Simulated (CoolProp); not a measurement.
Computed with CoolProp (reference Helmholtz-energy equation of state, Gao 2016).

### Question
Give the vapour pressure (MPa), liquid density (kg/m³), vapour Z of saturated sulfur dioxide at 84.45 °C.

### Answer
```
T (°C)  p (MPa)  liquid density (kg/m³)  vapour Z
------  -------  ----------------------  --------
84.45      1.99                    1180     0.796
```
